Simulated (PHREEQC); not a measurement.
Solution (22 °C and 300 atm): 0.0088 mol NaCl, 0.21 mol FeCl2 and 9.6e-06 mol H4SiO4 per kg of water. Closed to the air; pH follows from the charge balance.

The numbers come from PHREEQC with the ion-association model, phreeqc.dat.

```
quantity                   before    after
------------------------  -------  -------
pH                           5.45     5.70
ionic strength (mol/kgw)    0.594    0.124
Fe+2 (mol/kgw)              0.188   0.0403
FeCl+ (mol/kgw)            0.0222  0.00173
FeOH+ (mol/kgw)           4.68e-6  2.45e-6
SI of Quartz (SiO2)         -0.95    -1.71
```

Q: Name the change that produced these shifts.
(A) H4SiO4 replaced by H2SiF6 at the same molality
(B) diluted 5-fold with water
(C) 0.0056 mol/kgw ZnBr2 added
(D) FeCl2 from 0.21 to 0.105 mol/kgw

A: B, diluted 5-fold with water

Precipitation was switched off in this run. Under pressure, the constants of complexes without a molar volume in the database are unreliable.
